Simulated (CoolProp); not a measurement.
Vapour-liquid equilibrium of n-heptane (1) + p-xylene (2) at 3.55 bar; x and y are mole fractions of (1).

Model: multi-fluid Helmholtz-energy mixture model, Span 2003 and Zhou 2012; pair parameters Bell 2016, in CoolProp.

```
x     bubble temperature (°C)  y at the bubble point  dew temperature at overall composition x (°C)  liquid density (mol/L)
----  -----------------------  ---------------------  ---------------------------------------------  ----------------------
0.05                        …                  0.119                                          190.6                   6.518
0.15                    180.9                  0.308                                          187.0                   6.438
0.25                    174.9                  0.451                                          183.2                       …
0.35                    169.8                  0.564                                          179.1                   6.255
0.45                    165.4                      …                                          174.9                   6.158
0.55                    161.5                  0.735                                              …                   6.060
0.65                        …                  0.804                                          165.7                   5.961
0.75                    154.8                  0.865                                          160.7                   5.863
0.85                    151.8                  0.922                                          155.6                   5.767
0.95                    149.0                  0.975                                          150.3                   5.672
```

Q: What belongs in the gaps?

A: 
- 0.05, bubble temperature (°C): 188.1
- 0.25, liquid density (mol/L): 6.349
- 0.45, y at the bubble point: 0.657
- 0.55, dew temperature at overall composition x (°C): 170.4
- 0.65, bubble temperature (°C): 158.0

No azeotrope shows between x = 0.05 and 0.95.

Pair parameters are fitted to limited data, so mixtures are less certain than the pure fluids.
